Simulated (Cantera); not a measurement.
Input: 1 mol Si, 0.75 mol HCl, 7 mol H2, equilibrated at 105 Torr.

Method: chemical equilibrium by Gibbs-energy minimisation in Cantera with the NASA 1993 tables (ideal gas, pure condensed phases). Candidate condensed phases: Si; 19 gas species. The tables' values for SiCl3 are old estimates; treat these amounts as uncertain. Kinetics and transport are ignored.

x: gas mole fraction; n: condensed amount in mol.

```csv
T (°C),x H2,x HCl,x SiCl4,x SiHCl3,x SiCl2,x SiCl3,n Si(s)
327,0.972,4.05e-5,0.0165,0.0109,(withheld),9.37e-8,0.791
377,0.972,0.000123,0.0166,0.0107,(withheld),4.81e-7,0.791
427,0.972,0.000319,0.0167,0.0104,(withheld),1.95e-6,0.792
477,0.972,0.000724,0.0168,0.0102,(withheld),6.52e-6,0.793
527,0.971,0.00148,0.0168,0.00995,(withheld),1.87e-5,0.795
577,0.970,0.00277,0.0166,0.00966,(withheld),4.69e-5,0.797
627,0.969,0.00481,0.0163,0.00932,(withheld),0.000105,0.802
677,0.967,0.00783,0.0157,0.00889,(withheld),0.000214,0.808
727,0.964,0.0120,0.0148,0.00835,(withheld),0.000396,0.816
777,0.959,0.0176,0.0135,0.00766,(withheld),0.000671,0.826
827,0.954,0.0244,0.0118,0.00680,(withheld),0.00104,0.837
877,0.948,0.0323,0.00967,0.00575,(withheld),0.00146,0.849
927,0.941,0.0407,0.00726,0.00457,(withheld),0.00185,0.861
```

### Question
Complete the blanks.

### Answer

- 327, x SiCl2: 7.47e-10
- 377, x SiCl2: 8.94e-9
- 427, x SiCl2: 7.47e-8
- 477, x SiCl2: 4.67e-7
- 527, x SiCl2: 2.31e-6
- 577, x SiCl2: 9.40e-6
- 627, x SiCl2: 3.24e-5
- 677, x SiCl2: 9.70e-5
- 727, x SiCl2: 0.000256
- 777, x SiCl2: 0.000602
- 827, x SiCl2: 0.00127
- 877, x SiCl2: 0.00243
- 927, x SiCl2: 0.00415
